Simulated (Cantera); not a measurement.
Input (Python, Cantera):

```python
import numpy as np
import cantera as ct

gas = ct.Solution("gri30.yaml")


def delay(T, t_max=10):
    gas.TPX = T, 500000, {'CH4': 1, 'O2': 2.25, 'N2': 8.45}
    reactor = ct.IdealGasReactor(gas, clone=False)
    net = ct.ReactorNet([reactor])
    net.rtol, net.atol = 1e-8, 1e-16
    while net.time < t_max:
        t_old, T_old = net.time, reactor.T
        net.step()
        if reactor.T > T + 400:  # ignition: a rise of 400 K
            return t_old + (T + 400 - T_old) / (reactor.T - T_old) * (net.time - t_old)
    return np.nan


taus = []
for T in [1225, 1275, 1325, 1375, 1425, 1475, 1525, 1575, 1625]:
    taus.append(delay(T))
    print(f"T0 = {T:6g} K   tau = {taus[-1]:.4e} s")
```

Output:

```
T0 =   1225 K   tau = 6.5216e-03 s
T0 =   1275 K   tau = 3.5070e-03 s
T0 =   1325 K   tau = 1.9403e-03 s
T0 =   1375 K   tau = 1.1027e-03 s
T0 =   1425 K   tau = 6.4280e-04 s
T0 =   1475 K   tau = 3.8417e-04 s
T0 =   1525 K   tau = 2.3545e-04 s
T0 =   1575 K   tau = 1.4809e-04 s
T0 =   1625 K   tau = 9.5670e-05 s
```

Detailed kinetics in Cantera: GRI-Mech 3.0 (53 species, 325 reactions).
